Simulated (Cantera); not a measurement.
# Stirred combustor or abatement burner

A perfectly stirred reactor is fed with CH₄ : H₂ : O₂ : N₂ = 1 : 0.37 : 3.03 : 12.4 (molar parts), equivalence ratio 0.72, at 10.0 bar; it is adiabatic with a 375 K inlet, and is followed from long to short residence time, starting on the burning branch (τ in s: 0.099, 0.034, 0.012, 0.004, 0.0014, 0.00047, 0.00016, 5.6e-05, 1.9e-05).

Cantera simulation using GRI-Mech 3.0 (53 species, 325 reactions); the numbers are that mechanism's predictions, not measurements.

```csv
τ (s),T (K),x CH₄,x H₂,x O₂,x NO,x CO₂
0.099,1875,2.92e-6,3.05e-5,0.0507,4.71e-5,0.0601
0.034,1874,7.38e-6,4.54e-5,0.0508,2.35e-5,0.0600
0.012,1872,1.67e-5,7.85e-5,0.0509,1.53e-5,0.0598
0.0040,1867,3.70e-5,0.000153,0.0511,1.23e-5,0.0594
0.0014,1858,7.80e-5,0.000302,0.0515,1.11e-5,0.0585
0.00047,1838,0.000176,0.000621,0.0526,9.51e-6,0.0566
0.00016,1793,0.000465,0.00133,0.0557,6.49e-6,0.0517
5.6e-5,375,0.0595,0.0220,0.180,<1e-12,<1e-12
1.9e-5,375,0.0595,0.0220,0.180,<1e-12,<1e-12
```
x: mole fraction; the columns are a selection and need not sum to one.
